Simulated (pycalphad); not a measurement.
Effect of B content in Ti-B

CALPHAD calculation (pycalphad, COST 507 light-alloy database (1999)), 1 atm. The data set is of 1999 and partly superseded. Phase fractions are per mole of atoms.

Task: One of these alloys has its liquidus at 1938 K, its solidus at 1854 K, and holds hcp 1.00, BM under 0.01 at 1050 K. Which?
A) Ti-1.16B (at.%)
B) Ti-0.43B (at.%)
C) Ti-0.58B (at.%)
D) Ti-0.14B (at.%)

Result: D, Ti-0.14B (at.%). The others: Ti-0.43B (at.%), liquidus 1932, solidus 1814; Ti-0.58B (at.%), liquidus 1929, solidus 1814; Ti-1.16B (at.%), liquidus 1916, solidus 1814

Database names, with the compositions (at.%) that they take in these runs: BM: Ti 50 B 50.
